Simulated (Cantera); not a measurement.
## Silicon etching in halogen gases: Si + Br2

Input: 1 mol Si, a varied amount of Br2, held at 450 °C and 1.50 mbar.

Equilibrium computed with Cantera from the NASA thermochemical tables; the gas is ideal and each condensed phase is pure. Candidate condensed phases: Br2, Si; 9 gas species. The tables' values for SiBr3 are old estimates; treat these amounts as uncertain. Rates play no part.

From 1.1 mol Br2 to 1.9 mol Br2 the condensed part is Si(s). From 2.6 mol Br2 to 7.2 mol Br2 nothing is condensed. The main Si-bearing gas is SiBr4 throughout.

| n(Br2) (mol) | x SiBr4 | x Br2 | x Br | x SiBr3 | x SiBr2 | n Si(s) |
|---|---|---|---|---|---|---|
| 1.1 | 1.000 | <1e-12 | 9.60e-10 | 9.49e-5 | 4.25e-5 | 0.450 |
| 1.9 | 1.000 | <1e-12 | 9.60e-10 | 9.49e-5 | 4.25e-5 | 0.0500 |
| 2.6 | 0.625 | 0.374 | 0.00101 | 5.66e-11 | <1e-12 | 0 |
| 3.4 | 0.416 | 0.582 | 0.00125 | 3.03e-11 | <1e-12 | 0 |
| 4.1 | 0.322 | 0.676 | 0.00135 | 2.17e-11 | <1e-12 | 0 |
| 4.9 | 0.256 | 0.742 | 0.00142 | 1.65e-11 | <1e-12 | 0 |
| 5.6 | 0.217 | 0.781 | 0.00145 | 1.36e-11 | <1e-12 | 0 |
| 6.4 | 0.185 | 0.813 | 0.00148 | 1.14e-11 | <1e-12 | 0 |
| 7.2 | 0.161 | 0.837 | 0.00150 | 9.77e-12 | <1e-12 | 0 |
x: gas mole fraction; n: condensed amount in mol.
